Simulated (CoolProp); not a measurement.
Values from CoolProp's reference Helmholtz-energy equation of state, Zhou 2011.

Question: For dimethyl carbonate, give the phase and the density (kg/m³), Joule-Thomson coefficient (K/MPa), isothermal compressibility (1/MPa) at 495.2 K and 6140 kPa; 495.2 K and 14300 kPa; 495.2 K and 16400 kPa.

Answer: 
- 495.2 K and 6140 kPa: liquid; density 771, Joule-Thomson coefficient 0.181, isothermal compressibility 0.00669
- 495.2 K and 14300 kPa: liquid; density 806, Joule-Thomson coefficient 0.00651, isothermal compressibility 0.00441
- 495.2 K and 16400 kPa: liquid; density 813, Joule-Thomson coefficient -0.0212, isothermal compressibility 0.00407
